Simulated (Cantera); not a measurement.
## Adiabatic ignition

An adiabatic, constant-pressure homogeneous reactor starts with 1.45 % C3H8, 20.7 % O2, 77.8 % N2, equivalence ratio 0.35, at 1575 K and 12.0 bar.

Computed with Cantera and GRI-Mech 3.0 (53 species, 325 reactions). GRI-Mech 3.0 was tuned for natural gas; its chemistry of propane as a main component is partial and can be far from experiment. The pressure lies above the range GRI-Mech 3.0 was tuned for (to about 10 atm).

```
t (s)     T (K)   x C3H8   x O2     x HCO    x C2H6     x HO2
--------  -----  -------  -----  --------  --------  --------
2.00e-6    1572   0.0130  0.206   2.06e-7  0.000133  0.000113
5.70e-6    1596  0.00697  0.200   4.82e-6  0.000754  0.000388
1.62e-5    2228   <1e-12  0.133   6.42e-9    <1e-12   2.20e-5
4.62e-5    2324   <1e-12  0.132  6.04e-11    <1e-12   8.77e-6
0.000132   2327   <1e-12  0.132  3.51e-11    <1e-12   8.64e-6
0.000375   2327   <1e-12  0.132  3.50e-11    <1e-12   8.63e-6
0.00107    2326   <1e-12  0.132  3.46e-11    <1e-12   8.60e-6
0.00304    2324   <1e-12  0.131  3.37e-11    <1e-12   8.51e-6
0.00866    2318   <1e-12  0.130  3.17e-11    <1e-12   8.31e-6
0.0247     2309   <1e-12  0.128  2.85e-11    <1e-12   7.97e-6
0.0702     2302   <1e-12  0.126  2.66e-11    <1e-12   7.75e-6
0.200      2302   <1e-12  0.126  2.64e-11    <1e-12   7.74e-6
```
x: mole fraction; the columns are a selection and need not sum to one.

```yaml
time_of_steepest_temperature_rise: 9.16 µs
temperature at 0.200 s: 2302 K
equilibrium_temperature: 2302 K
x(C3H8) at 0.200 s: <1e-12 (gas-phase equilibrium <1e-12)
x(O2) at 0.200 s: 0.126 (gas-phase equilibrium 0.126)
x(HCO) at 0.200 s: 2.64e-11 (gas-phase equilibrium 2.64e-11)
```
